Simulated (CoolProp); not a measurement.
Vapour-liquid equilibrium of dimethyl ether (1) + R236FA (2) at 38.7 kPa; x and y are mole fractions of (1).

Computed with CoolProp (multi-fluid Helmholtz-energy mixture model, Wu 2011 and Pan 2012; pair parameters Bell 2016).

| x | bubble temperature, mixture model (K) | bubble temperature, Raoult's law (K) | y, mixture model | y, Raoult's law |
|---|---|---|---|---|
| 0.05 | (withheld) | 248.9 | 0.063 | 0.134 |
| 0.2 | 249.1 | 244.1 | (withheld) | 0.433 |
| 0.35 | (withheld) | 240.1 | 0.522 | 0.631 |
| 0.5 | 242.6 | 236.7 | (withheld) | 0.766 |
| 0.65 | (withheld) | 233.8 | 0.885 | 0.862 |
| 0.8 | (withheld) | 231.3 | (withheld) | 0.933 |
| 0.95 | (withheld) | 229.0 | 0.995 | 0.985 |

**Question.** Complete the blanks.

**Answer.** 
- 0.05, bubble temperature, mixture model (K): 250.4
- 0.2, y, mixture model: 0.281
- 0.35, bubble temperature, mixture model (K): 246.5
- 0.5, y, mixture model: 0.737
- 0.65, bubble temperature, mixture model (K): 237.8
- 0.8, bubble temperature, mixture model (K): 233.1
- 0.8, y, mixture model: 0.963
- 0.95, bubble temperature, mixture model (K): 229.3

The largest gap from Raoult's law is +6.4 K in bubble temperature, at x = 0.35. No azeotrope shows between x = 0.05 and 0.95.

Pair parameters are fitted to limited data, so mixtures are less certain than the pure fluids.
